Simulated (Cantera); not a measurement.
A closed system holds: 1 mol TEOS, 4 mol O₂, at 1373 K and 0.00730 bar.

Method: chemical equilibrium by Gibbs-energy minimisation in Cantera with the NASA 1993 tables (ideal gas, pure condensed phases). Candidate condensed phases: C, C₆H₆, C₇H₈, C₈H₁₈, H₂O, Si, SiC, SiO₂; 123 gas species. The feed counts by its element totals alone. The tables hold silica as quartz up to 1696 K and as liquid above; real silica turns to tridymite and cristobalite and melts near 1996 K. Kinetics and transport are ignored.

Task: What is the equilibrium state?

Result: x(H₂): 0.477
x(CO): 0.412
x(H₂O): 0.0783
x(CO₂): 0.0328
x(H): 2.69e-5
n(SiO₂(β-quartz)): 1.00 mol
gas amount: 18.00 mol
log10 activity of C(graphite) (absent): -4.07
log10 activity of Si(s) (absent): -10.69
